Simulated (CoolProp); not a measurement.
Vapour-liquid equilibrium of R134a (1) + R1234ze(E) (2) at 209.9 K; x and y are mole fractions of (1).

Model: multi-fluid Helmholtz-energy mixture model, Tillner-Roth 1994 and Thol 2016; pair parameters Bell 2022, in CoolProp.

```csv
x,"bubble pressure, mixture model (kPa)","bubble pressure, Raoult's law (kPa)","y, mixture model","y, Raoult's law"
0.05,9.380,9.157,0.091,0.070
0.2,10.38,9.736,0.298,0.263
0.35,11.12,10.31,0.452,0.435
0.5,11.68,10.89,0.583,0.589
0.65,12.13,11.47,0.705,0.727
0.8,12.48,12.05,0.828,0.851
0.95,12.75,12.63,0.956,0.965
```

The largest gap from Raoult's law is +7.9 % in bubble pressure, at x = 0.35. No azeotrope shows between x = 0.05 and 0.95.

Pair parameters are fitted to limited data, so mixtures are less certain than the pure fluids.
